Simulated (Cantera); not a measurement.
A closed system holds: 1 mol BF3, 11 mol H2O, 15 mol H2, equilibrated at 203 Torr.

Method: chemical equilibrium by Gibbs-energy minimisation in Cantera with the NASA 1993 tables (ideal gas, pure condensed phases). Candidate condensed phases: B, B2O3, B3O3H3, H2O; 43 gas species. Gases not in the tables: H3BO3. Equilibrium is a limit: real reactors are often held back by kinetics, nucleation or transport.

Task: Which condensed phases are stable at each of these points (T (°C)): 627, 702, 777, 852, 927, 1002, 1077, 1152, 1227, 1302, 1377, 1452?

Result: 
```csv
T (°C),condensed phases,B condensed (%)
627,B2O3(l),1.9
702,B2O3(l),27.5
777,B2O3(l),45.4
852,B2O3(l),57.7
927,B2O3(l),64.4
1002,B2O3(l),63.7
1077,B2O3(l),51.3
1152,B2O3(l),20.0
1227,gas only,0.0
1302,gas only,0.0
1377,gas only,0.0
1452,gas only,0.0
```

From 627 °C to 1152 °C the condensed part is B2O3(l). From 1227 °C to 1452 °C nothing is condensed.
